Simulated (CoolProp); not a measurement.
Vapour-liquid equilibrium of CHF3 (R23) (1) + R143a (2) at -102.25 °C; x and y are mole fractions of (1).

Computed with CoolProp (multi-fluid Helmholtz-energy mixture model, Penoncello 2003 and Lemmon and Jacobsen 2000; pair parameters Bell 2016).

Question: Give the bubble pressure and the first vapour's composition at x = 0.15, 0.75, 0.85. Is there an azeotrope?

Answer: x = 0.15: 5.978 kPa, y = 0.615; x = 0.75: 21.16 kPa, y = 0.967; x = 0.85: 23.35 kPa, y = 0.981. No azeotrope shows between x = 0.05 and 0.95.

Pair parameters are fitted to limited data, so mixtures are less certain than the pure fluids. The gap from Raoult's law changes sign with composition, which may be real or a fault of the pair parameters; it wasn't checked against measurements.
